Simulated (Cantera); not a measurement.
**Premixed flame**

A freely propagating, adiabatic, planar premixed flame of 11.8 % CH₄, 16.9 % O₂, 69.3 % N₂, 2.01 % H₂O, equivalence ratio 1.4, unburnt at 550 K and 7500 Torr; mixture-averaged transport, grid criteria slope 0.08 and curve 0.16, no radiation.

Detailed kinetics in Cantera: GRI-Mech 3.0 (53 species, 325 reactions). Burning velocities carry a grid error of a few per cent, more on coarse grids.

```tsv
z (mm)	T (K)	u (m/s)	x CH₄	x O₂	x H₂O	x C₂H₄	x CO₂	x HCO
-0.504	551	0.169	0.118	0.168	0.0203	3.80e-7	2.58e-6	<1e-8
-0.336	562	0.173	0.116	0.167	0.0220	5.23e-6	3.69e-5	<1e-8
-0.252	592	0.184	0.113	0.164	0.0266	2.50e-5	0.000181	<1e-8
-0.168	722	0.226	0.103	0.153	0.0443	0.000158	0.00118	<1e-8
-0.0839	1160	0.370	0.0701	0.109	0.0980	0.000937	0.00741	4.57e-8
-0.0420	1521	0.490	0.0416	0.0672	0.140	0.00177	0.0153	1.12e-6
0	1845	0.599	0.0168	0.0272	0.177	0.00148	0.0254	2.11e-6
0.0420	1999	0.651	0.00695	0.00833	0.191	0.000406	0.0333	9.10e-7
0.0839	2048	0.667	0.00425	0.00276	0.193	0.000118	0.0375	3.46e-7
0.168	2069	0.674	0.00270	0.000466	0.192	2.95e-5	0.0412	1.10e-7
0.336	2070	0.675	0.00169	2.64e-5	0.188	1.07e-5	0.0432	6.00e-8
0.671	2065	0.674	0.000927	3.75e-7	0.186	4.39e-6	0.0436	4.78e-8
1.34	2061	0.674	0.000376	1.90e-7	0.184	1.17e-6	0.0431	4.18e-8
```
x: mole fraction of selected species; z is measured from the peak of heat release.

```yaml
laminar_burning_velocity: 16.8 cm/s
thermal_thickness: 0.168 mm
peak x(C₂H₄): 0.00193
peak x(HCO): 2.22e-6
grid_points: 132
```
